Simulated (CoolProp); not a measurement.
Properties of cyclopentane along the isotherm 274.35 °C (Tc = 238.6 °C, pc = 45.83 bar, ω = 0.202).

Values from CoolProp's reference Helmholtz-energy equation of state, Gedanitz 2015.

```json
[
 {"p (bar)": "2.86", "phase": "gas", "expansivity (1/kK)": "1.939", "viscosity (µPa s)": "13.6"},
 {"p (bar)": "5.73", "phase": "gas", "expansivity (1/kK)": "2.063", "viscosity (µPa s)": "13.7"},
 {"p (bar)": "8.59", "phase": "gas", "expansivity (1/kK)": "2.199", "viscosity (µPa s)": "13.7"},
 {"p (bar)": "11.5", "phase": "gas", "expansivity (1/kK)": "2.353", "viscosity (µPa s)": "13.8"},
 {"p (bar)": "14.3", "phase": "gas", "expansivity (1/kK)": "2.517", "viscosity (µPa s)": "13.9"},
 {"p (bar)": "17.2", "phase": "gas", "expansivity (1/kK)": "2.708", "viscosity (µPa s)": "14.1"},
 {"p (bar)": "20", "phase": "gas", "expansivity (1/kK)": "2.915", "viscosity (µPa s)": "14.2"},
 {"p (bar)": "22.9", "phase": "gas", "expansivity (1/kK)": "3.158", "viscosity (µPa s)": "14.4"}
]
```

Viscosity comes from a separate model (Chung 1988), a generic estimate that can be far off for the liquid and wasn't checked against measurements.
